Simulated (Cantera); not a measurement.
Input: 1 mol Si3N4, 0.12 mol O2, a varied amount of H2, at 0.000900 bar.

Method: chemical equilibrium by Gibbs-energy minimisation in Cantera with the NASA 1993 tables (ideal gas, pure condensed phases). Candidate condensed phases: H2O, Si, SiO2, Si2N2O, Si3N4; 35 gas species. Mutual solubility and eutectic melting of coexisting phases are not modelled. The numbers say what is thermodynamically allowed, not how fast it happens.

Stable condensed phases, one row left out:

```
T in K \ n(H2) in mol
           5 5.7 6.4 7.2 8.2 9.2  10  12  13  15  17  19  22
   1623    A   A   B   B   B   B   B   B   B   B   B   B   B
   1573    C   C   C   A   A   A   A   A   A   A   A   B   B
   1523    C   C   C   C   C   C   C   C   C   C   C   C   A
   1473    C   C   C   C   C   C   C   C   C   C   C   C   C
   1423    D   D   D   D   C   C   C   C   C   C   C   C   C
   1323    D   D   D   D   D   D   D   D   D   D   D   D   D
   1273    D   D   D   D   D   D   D   D   D   D   D   D   D
   1223    D   D   D   D   D   D   D   D   D   D   D   D   D
   1173    D   D   D   D   D   D   D   D   D   D   D   D   D
   1123    D   D   D   D   D   D   D   D   D   D   D   D   D
   1073    D   D   D   D   D   D   D   D   D   D   D   D   D
   1023    D   D   D   D   D   D   D   D   D   D   D   D   D
```

A: Si + Si2N2O; B: Si; C: Si + Si2N2O + Si3N4; D: Si2N2O + Si3N4.

**Question.** Give the row for 1373 K.

**Answer.** 5: Si2N2O + Si3N4; 5.7: Si2N2O + Si3N4; 6.4: Si2N2O + Si3N4; 7.2: Si2N2O + Si3N4; 8.2: Si2N2O + Si3N4; 9.2: Si2N2O + Si3N4; 10: Si2N2O + Si3N4; 12: Si2N2O + Si3N4; 13: Si2N2O + Si3N4; 15: Si2N2O + Si3N4; 17: Si2N2O + Si3N4; 19: Si2N2O + Si3N4; 22: Si2N2O + Si3N4.
